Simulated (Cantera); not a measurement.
Cantera run:

```python
import numpy as np
import cantera as ct

gas_names = """
    Fe H H2 H2S N NH NH2 NH3 N2 N2H2 N2H4 S SH SN S2 S8
""".split()
cond_names = """
    Fe(a) Fe(c) Fe(d) Fe(L) FeS(a) FeS(b) FeS(c) FeS(L) FeS2(s) S(cr1) S(cr2) S(L)
""".split()


# ... load() reads the species with a 1 bar reference pressure and builds the phases ...
atoms = {
    'FeS': {'Fe': 1, 'S': 1},
    'H2': {'H': 2},
    'N2': {'N': 2},
}
top_T = {'FeS2(s)': 1010}  # K; cautious upper limits of use, not melting points


# ... equilibrate(T, P, feed) seeds the gas with the atoms and calls Mixture.equilibrate('TP', solver="vcs", rtol=1e-11, max_steps=5000) ...
results = []
feed = {'FeS': 1, 'H2': 2400, 'N2': 34}  # mol
P = 1800  # Pa
for T in [748, 823, 898, 973, 1048, 1123, 1198, 1273, 1348]:
    mix = equilibrate(T, P, feed)
    results.append((T, P, feed, dict(zip(mix.species_names, mix.species_moles))))

top = {s: max(r[3][s] / sum(r[3][g] for g in gas_names) for r in results) for s in gas_names}
cols = sorted((s for s in top if top[s] > 0.001), key=lambda s: -top[s])[:7]
seen = [c for c in cond_names if any(r[3].get(c, 0) > 1e-12 for r in results)]
print("log10 of partial pressures in bar; condensed amounts in mol")
print(f"{'T/K':>10s}" + "".join(f"{s[:9]:>10s}" for s in cols + seen))
for T, P, feed, n in results:
    ng = sum(n[g] for g in gas_names)
    print(f"{T:10.4g}" + "".join(f"{np.log10(max(n[s] / ng * P / 1e5, 1e-99)):10.3f}" for s in cols)
          + "".join(f"{n.get(c, 0):10.4g}" for c in seen))
```

Result:

```
log10 of partial pressures in bar; condensed amounts in mol
       T/K        H2        N2     Fe(a)     Fe(c)    FeS(c)
       748    -1.751    -3.600     0.185         0     0.815
       823    -1.751    -3.600    0.4864         0    0.5136
       898    -1.751    -3.600         1         0         0
       973    -1.751    -3.600         1         0         0
      1048    -1.751    -3.600         1         0         0
      1123    -1.751    -3.600         1         0         0
      1198    -1.751    -3.600         0         1         0
      1273    -1.751    -3.600         0    0.9999         0
      1348    -1.751    -3.600         0    0.9994         0
```

Cantera equilibrium calculation (NASA polynomials, part measured and part estimated; ideal gas, pure solids and liquids). FeS: taken at fixed stoichiometry.
